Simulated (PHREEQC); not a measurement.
0.012 g of hydrous ferric oxide (600 m²/g; 0.2 weak and 0.005 strong sites per Fe, Dzombak-Morel constants, diffuse double layer) in 1 kg of water with 0.005 mol/kgw of an inert sodium salt and 0.0019 mmol/kgw MgCl2, at 25 °C; the pH is set by adding NaOH or the inert anion's acid. Oxygen alone is held at its pressure in air (log pO2 = -0.68). The system is closed to CO2. No solid was allowed to form.

Model: ion-association model, wateq4f.dat, run in PHREEQC.

| pH | Mg sorbed (%) | surface charge σ (C/m²) | surface potential ψ (mV) |
|---|---|---|---|
| 4 | 0.0 | 0.182 | 194 |
| 4.5 | 0.0 | 0.131 | 177 |
| 5 | 0.0 | 0.090 | 158 |
| 5.5 | 0.0 | 0.059 | 137 |
| 6 | 0.0 | 0.038 | 114 |
| 6.5 | 0.0 | 0.023 | 89 |
| 7 | 0.0 | 0.013 | 62 |
| 7.5 | 0.3 | 0.006 | 34 |
| 8.5 | 21.1 | -0.003 | -20 |
| 9 | 67.5 | -0.008 | -45 |
| 9.5 | 94.4 | -0.015 | -70 |
| 10 | 99.3 | -0.026 | -96 |
| 10.5 | 99.9 | -0.044 | -120 |
| 11 | 100.0 | -0.072 | -141 |
| 11.5 | 100.0 | -0.118 | -158 |
| 12 | 100.0 | -0.193 | -167 |
